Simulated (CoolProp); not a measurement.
A Linde-Hampson liquefier for nitrogen: isothermal reversible compression at 300 K from 1 atm to 10 MPa, throttling to 1 atm, return gas leaving the recuperator 2 K below the feed. Each further row changes one setting.

The numbers come from the reference Helmholtz-energy equation of state, Span 2000 in CoolProp.

| case | liquid yield per pass | compression work (kJ/kg of gas) |
|---|---|---|
| as stated | 0.040 | 408 |
| high pressure 20 MPa | 0.070 | 472 |
| warm-end temperature 330 K | 0.028 | 451 |
| warm-end gap 7 K | 0.028 | 408 |
